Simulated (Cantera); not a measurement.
Feed: 1 mol N₂O, 0.034 mol H₂, at 1.70 mbar.

Method: chemical equilibrium by Gibbs-energy minimisation in Cantera with the NASA 1993 tables (ideal gas, pure condensed phases). Candidate condensed phases: H₂O; 24 gas species. Kinetics and transport are ignored.

log p: log10 of the partial pressure in bar; nothing condenses.

```json
[
 {"T (K)": "950", "log p N₂": "-2.95", "log p O₂": "-3.27", "log p H₂O": "-4.42", "log p O": "?", "log p NO": "-7.47", "log p OH": "-9.74"},
 {"T (K)": "1100", "log p N₂": "-2.95", "log p O₂": "-3.27", "log p H₂O": "-4.42", "log p O": "?", "log p NO": "-6.79", "log p OH": "-8.52"},
 {"T (K)": "1250", "log p N₂": "-2.95", "log p O₂": "-3.27", "log p H₂O": "-4.42", "log p O": "?", "log p NO": "-6.27", "log p OH": "-7.60"},
 {"T (K)": "1400", "log p N₂": "-2.95", "log p O₂": "-3.27", "log p H₂O": "-4.42", "log p O": "?", "log p NO": "-5.86", "log p OH": "-6.87"},
 {"T (K)": "1550", "log p N₂": "-2.95", "log p O₂": "-3.27", "log p H₂O": "-4.42", "log p O": "?", "log p NO": "-5.53", "log p OH": "-6.28"},
 {"T (K)": "1700", "log p N₂": "-2.95", "log p O₂": "-3.27", "log p H₂O": "-4.43", "log p O": "?", "log p NO": "-5.26", "log p OH": "-5.80"},
 {"T (K)": "1850", "log p N₂": "-2.95", "log p O₂": "-3.27", "log p H₂O": "-4.45", "log p O": "?", "log p NO": "-5.03", "log p OH": "-5.41"},
 {"T (K)": "2000", "log p N₂": "-2.96", "log p O₂": "-3.28", "log p H₂O": "-4.48", "log p O": "?", "log p NO": "-4.84", "log p OH": "-5.08"}
]
```

**Question.** Some entries are withheld; supply them.

**Answer.** 
- 950, log p O: -12.13
- 1100, log p O: -10.24
- 1250, log p O: -8.79
- 1400, log p O: -7.66
- 1550, log p O: -6.74
- 1700, log p O: -5.98
- 1850, log p O: -5.35
- 2000, log p O: -4.82
